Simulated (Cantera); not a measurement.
What does this Cantera script print?

```python
import numpy as np
import cantera as ct

gas = ct.Solution("gri30.yaml")
gas.TPX = 675, 101325, {'C3H8': 1, 'O2': 6.1, 'N2': 17.1, 'H2O': 0.5}
flame = ct.FreeFlame(gas, width=0.04)
flame.set_refine_criteria(ratio=3, slope=0.08, curve=0.16)
flame.transport_model = "mixture-averaged"
flame.solve(loglevel=0, auto=True)
z, T = flame.grid, flame.T
thick = (T[-1] - T[0]) / np.gradient(T, z).max()
show = ['C3H8', 'O2', 'H2O', 'C2H6', 'H', 'CH3']
print(f"laminar burning velocity  {flame.velocity[0] * 100:.3f} cm/s")
print(f"burnt temperature         {T[-1]:.1f} K")
print(f"thermal thickness         {thick * 1e3:.4f} mm")
print(f"grid points               {len(z)}")
z0 = z[flame.heat_release_rate.argmax()]
print(f"{'z/mm':>9s}{'T/K':>9s}{'u/(m/s)':>9s}" + "".join(f"{s:>11s}" for s in show))
rows = []
for k in (-3, -2, -1.5, -1, -0.5, -0.25, 0, 0.25, 0.5, 1, 2, 4, 8):
    zz = z0 + k * thick
    rows.append([k * thick, np.interp(zz, z, T), np.interp(zz, z, flame.velocity),
                 *(np.interp(zz, z, flame.X[gas.species_index(s)]) for s in show)])
    print(f"{rows[-1][0] * 1e3:9.3f}{rows[-1][1]:9.1f}{rows[-1][2]:9.3f}" + "".join(f"{x:11.3e}" for x in rows[-1][3:]))
```

Output:

```
laminar burning velocity  237.900 cm/s
burnt temperature         2480.4 K
thermal thickness         0.2183 mm
grid points               162
     z/mm      T/K  u/(m/s)       C3H8         O2        H2O       C2H6          H        CH3
   -0.655    675.1    2.381  4.046e-02  2.468e-01  2.025e-02  3.305e-08  4.136e-12  3.149e-08
   -0.437    675.7    2.387  4.040e-02  2.463e-01  2.040e-02  6.099e-07  7.470e-10  3.409e-07
   -0.327    678.6    2.402  4.032e-02  2.455e-01  2.097e-02  4.129e-06  2.139e-08  1.584e-06
   -0.218    703.7    2.505  3.989e-02  2.419e-01  2.475e-02  5.445e-05  1.436e-06  1.581e-05
   -0.109    963.1    3.513  3.172e-02  2.131e-01  5.187e-02  9.881e-04  1.272e-04  6.849e-04
   -0.055   1351.6    5.094  1.268e-02  1.690e-01  8.674e-02  1.275e-03  1.034e-03  2.833e-03
    0.000   1755.9    6.787  6.706e-04  1.179e-01  1.220e-01  1.698e-04  4.283e-03  2.024e-03
    0.055   1941.7    7.549  2.345e-06  8.627e-02  1.393e-01  2.022e-06  7.838e-03  2.670e-04
    0.109   1997.2    7.750  1.508e-09  7.231e-02  1.441e-01  5.765e-09  9.870e-03  2.013e-05
    0.218   2053.4    7.914  3.772e-15  6.287e-02  1.441e-01  1.794e-13  1.108e-02  1.370e-07
    0.437   2129.8    8.145  2.797e-22  5.751e-02  1.444e-01  1.347e-18  1.015e-02  5.252e-11
    0.873   2224.1    8.447  3.353e-30  5.427e-02  1.488e-01  2.055e-24  7.378e-03  2.703e-15
    1.746   2327.4    8.776  2.218e-42  5.135e-02  1.547e-01  3.843e-30  4.474e-03  3.307e-16
```

Detailed kinetics in Cantera: GRI-Mech 3.0 (53 species, 325 reactions). GRI-Mech 3.0 was tuned for natural gas; its chemistry of propane as a main component is partial and can be far from experiment. Burning velocities carry a grid error of a few per cent, more on coarse grids.
